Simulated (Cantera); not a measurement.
Input: 1 mol CO, 0.056 mol O2, 36 mol H2, at 1377 °C and 9000 Torr.

Cantera equilibrium calculation (NASA polynomials, part measured and part estimated; ideal gas, pure solids and liquids). Candidate condensed phases: C, C6H6, C7H8, C8H18, H2O; 110 gas species. Equilibrium is a limit: real reactors are often held back by kinetics, nucleation or transport.

Base state: H2 0.969, CO 0.0263, H2O 0.00378, CH4 0.000779, CO2 3.19e-5, H 2.58e-5 (mole fractions); condensed: gas only.

Problem. What changes in the equilibrium state with this change: temperature from 1377 °C to 2002 °C?

Solution. 
```json
[
 {"species": "H2", "before": "0.969", "after": "0.968"},
 {"species": "CO", "before": "0.0263", "after": "0.0270"},
 {"species": "H2O", "before": "0.00378", "after": "0.00302"},
 {"species": "H", "before": "2.58e-5", "after": "0.00241"},
 {"species": "CH4", "before": "0.000779", "after": "1.18e-5"},
 {"species": "CO2", "before": "3.19e-5", "after": "1.52e-5"}
]
```

Problem. What changes in the equilibrium state with this change: 0.048 mol CO2 added?

Solution. 
```
species    before     after
-------  --------  --------
H2          0.969     0.967
CO         0.0263    0.0277
H2O       0.00378   0.00491
CO2       3.19e-5   4.37e-5
CH4      0.000779  0.000627
H         2.58e-5   2.58e-5
```
